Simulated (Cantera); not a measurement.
Equilibrium for fluorocarbon and chlorocarbon gases: CH2F2 + HCl + H2

Charge: 1 mol CH2F2, 0.65 mol HCl, 0.31 mol H2, equilibrated at 3225 K and 0.720 bar.

Equilibrium computed with Cantera from the NASA thermochemical tables; the gas is ideal and each condensed phase is pure. Candidate condensed phases: C, C6H6, C7H8, C8H18; 118 gas species. The tables' values for CCl are old estimates; treat these amounts as uncertain. Kinetics and transport are ignored.

```json
{
 "x(HF)": "0.596",
 "x(HCl)": "0.107",
 "x(H)": "0.101",
 "x(Cl)": "0.0893",
 "x(H2)": "0.0809",
 "x(C2H2 (acetylene))": "0.00923",
 "x(F)": "0.00672",
 "x(C3)": "0.00401",
 "x(C2H)": "0.00266",
 "n(C(graphite))": "0.861 mol",
 "gas_amount": "3.309 mol"
}
```
